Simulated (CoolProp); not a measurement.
Vapour-liquid equilibrium of ethylbenzene (1) + p-xylene (2) at 0.00137 MPa; x and y are mole fractions of (1).

Values from CoolProp's multi-fluid Helmholtz-energy mixture model, Zhou 2012 and Zhou 2012; pair parameters Bell 2016.

Give the bubble temperature and the first vapour's composition at x = 0.05, 0.35, 0.65. Is there an azeotrope?

x = 0.05: 300.7 K, y = 0.056; x = 0.35: 300.1 K, y = 0.370; x = 0.65: 299.7 K, y = 0.665. No azeotrope shows between x = 0.05 and 0.95.

The pair parameters rest on a limited set of measurements; away from them the model extrapolates.
